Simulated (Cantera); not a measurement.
A perfectly stirred reactor is fed with H2 : O2 : N2 : H2O = 1 : 0.385 : 1.45 : 0.18 (molar parts), equivalence ratio 1.3, at 101000 Pa; it is adiabatic with a 775 K inlet, and is followed from long to short residence time, starting on the burning branch (τ in s: 0.14, 0.049, 0.017, 0.0061, 0.0021, 0.00075, 0.00026, 9.2e-05, 3.2e-05).

Cantera simulation using GRI-Mech 3.0 (53 species, 325 reactions); the numbers are that mechanism's predictions, not measurements.

Question: Predict: blow-out, bracketed by the residence times tried; x(H2) at τ = 0.140 s; x(O2) at τ = 0.140 s; x(H2O) at τ = 0.140 s; x(OH) at τ = 0.140 s; x(NO) at τ = 0.140 s; x(H2) at τ = 2.10 ms; x(O2) at τ = 2.10 ms; x(H2O) at τ = 2.10 ms; x(OH) at τ = 2.10 ms; x(NO) at τ = 2.10 ms.

Answer: 
```json
{
 "blow_out_bracketed_by_the_residence_times_tried": "burning at 32.0 µs, the shortest tried",
 "x(H2) at τ = 0.140 s": "0.0885",
 "x(O2) at τ = 0.140 s": "0.000582",
 "x(H2O) at τ = 0.140 s": "0.350",
 "x(OH) at τ = 0.140 s": "0.00622",
 "x(NO) at τ = 0.140 s": "0.000938",
 "x(H2) at τ = 2.10 ms": "0.0897",
 "x(O2) at τ = 2.10 ms": "0.00235",
 "x(H2O) at τ = 2.10 ms": "0.337",
 "x(OH) at τ = 2.10 ms": "0.0111",
 "x(NO) at τ = 2.10 ms": "0.000286"
}
```
